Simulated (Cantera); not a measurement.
Charge: 1 mol SiH2Cl2, 30 mol NO, 5.2 mol H2, 0.12 mol O3, equilibrated at 1352 °C and 280 Pa.

Cantera equilibrium calculation (NASA polynomials, part measured and part estimated; ideal gas, pure solids and liquids). Candidate condensed phases: H2O, NH4Cl, Si, SiO2, Si2N2O, Si3N4; 47 gas species. The tables hold silica as quartz up to 1696 K and as liquid above; real silica turns to tridymite and cristobalite and melts near 1996 K. Kinetics and transport are ignored.

Base state: N2 0.442, O2 0.339, H2O 0.157, HCl 0.0511, Cl 0.00798, NO 0.00205, OH 0.00131, O 0.000214 (mole fractions); condensed: SiO2(β-quartz).

Question: What changes in the equilibrium state with this change: H2 from 5.2 to 0.75 mol?

Answer: 
| species | before | after |
|---|---|---|
| N2 | 0.442 | 0.472 |
| O2 | 0.339 | 0.430 |
| HCl | 0.0511 | 0.0460 |
| H2O | 0.157 | 0.0319 |
| Cl | 0.00798 | 0.0169 |
| H2 | 4.52e-5 | 8.14e-6 |
| Cl2 | 1.10e-5 | 4.97e-5 |
| SiO2(β-quartz), mol | 1.000 | 1.000 |
